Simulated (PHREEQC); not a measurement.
A column of 0.2 m (40 cells, dispersivity 0.007 m, 3600 s a shift, diffusion coefficient 3e-10 m²/s) holds 0.01 eq of the database's cation exchanger X per kg of pore water, first in equilibrium with 51 mmol/kgw MgSO4 and 0.01 mmol/kgw HCl. It is flushed with 5.6 mmol/kgw KCl, 0.93 mmol/kgw NaCl and 0.01 mmol/kgw HCl, at 25 °C. Values are for the last cell. The system is closed to CO2. No solid was allowed to form.

Base run: PHREEQC, ion-association model, phreeqc.dat. Each further column changes one thing. The table gives K in solution (mol/kgw).

| pore volumes | base | exchange capacity from 0.01 to 0.005 eq/kgw | dispersivity from 0.007 to 0.014 m |
|---|---|---|---|
| 0 | 0 | 0 | 0 |
| 0.8125 | 0.000508 | 0.000856 | 0.000990 |
| 1.613 | 0.00248 | 0.00350 | 0.00302 |
| 2.212 | 0.00345 | 0.00428 | 0.00351 |
| 3.013 | 0.00432 | 0.00490 | 0.00419 |
| 3.812 | 0.00473 | 0.00516 | 0.00463 |
| 4.412 | 0.00491 | 0.00526 | 0.00483 |
| 5.213 | 0.00506 | 0.00535 | 0.00501 |
| 6.013 | 0.00517 | 0.00541 | 0.00512 |
